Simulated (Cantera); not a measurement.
A closed system holds: 1 mol SiCl4, 3.1 mol HCl, 11 mol H2, held at 777 °C and 1.30 bar.

Method: chemical equilibrium by Gibbs-energy minimisation in Cantera with the NASA 1993 tables (ideal gas, pure condensed phases). Candidate condensed phases: Si; 19 gas species. The tables' values for SiCl3 are old estimates; treat these amounts as uncertain. Equilibrium is a limit: real reactors are often held back by kinetics, nucleation or transport.

Base state: H2 0.726, HCl 0.208, SiCl4 0.0638, SiHCl3 0.00232, SiCl3 7.65e-5 (mole fractions); condensed: gas only.

Q: What changes in the equilibrium state with this change: temperature from 777 °C to 1200 °C?

A: 
```json
[
 {"species": "H2", "before": "0.726", "after": "0.692"},
 {"species": "HCl", "before": "0.208", "after": "0.243"},
 {"species": "SiCl4", "before": "0.0638", "after": "0.0349"},
 {"species": "SiCl2", "before": "1.66e-6", "after": "0.0104"},
 {"species": "SiCl3", "before": "7.65e-5", "after": "0.0103"},
 {"species": "SiH2Cl2", "before": "9.58e-6", "after": "0.000390"},
 {"species": "SiHCl3", "before": "0.00232", "after": "0.00931"}
]
```
